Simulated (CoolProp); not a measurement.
m-xylene along the isotherm 620 K: density (kg/m³) from the reference equation and from simpler models built on Tc = 616.9 K, pc = 3.535 MPa, ω = 0.326; each cubic takes its own stable root.

Values from CoolProp's reference Helmholtz-energy equation of state, Zhou 2012.

| p (MPa) | phase | reference | ideal gas | van der Waals | Redlich-Kwong | Soave-Redlich-Kwong | Peng-Robinson |
|---|---|---|---|---|---|---|---|
| 0.353 | gas | 7.546 | 7.270 | 7.495 | 7.528 | 7.527 | 7.557 |
| 0.707 | gas | 15.74 | 14.56 | 15.52 | 15.66 | 15.66 | 15.78 |
| 1.06 | gas | 24.68 | 21.83 | 24.13 | 24.48 | 24.47 | 24.77 |
| 1.41 | gas | 34.50 | ? | 33.42 | 34.08 | ? | 34.64 |
| 1.77 | gas | 45.87 | 36.45 | ? | 45.11 | 45.07 | 46.08 |
| 2.12 | gas | 58.63 | 43.66 | 55.53 | 57.34 | 57.26 | 58.86 |
| 2.47 | gas | 73.82 | 50.87 | 68.93 | 71.69 | 71.55 | 74.00 |
| 2.83 | gas | 93.53 | 58.28 | 85.75 | 89.99 | 89.70 | 93.46 |
| 3.18 | gas | 120.4 | 65.49 | 107.9 | 114.4 | 113.8 | 119.6 |
| 3.53 | gas | 171.5 | 72.70 | ? | 161.2 | 157.9 | 168.1 |
| 3.89 | supercritical | 390.6 | 80.11 | 260.6 | 299.4 | 293.9 | 321.9 |
| 4.24 | supercritical | 421.3 | 87.32 | 280.7 | 329.1 | 325.7 | 358.7 |
| 4.59 | supercritical | 438.9 | 94.53 | 293.6 | 347.8 | 345.1 | 381.1 |
| 4.95 | supercritical | 452.0 | 101.9 | ? | 362.4 | 360.1 | 398.3 |
| 5.3 | supercritical | 462.2 | 109.2 | 311.5 | 374.0 | 372.0 | 411.9 |

Problem. Complete the blanks.

Solution. 
- 1.41, ideal gas: 29.04
- 1.41, Soave-Redlich-Kwong: 34.06
- 1.77, van der Waals: 43.98
- 3.53, van der Waals: 151.2
- 4.95, van der Waals: 303.6
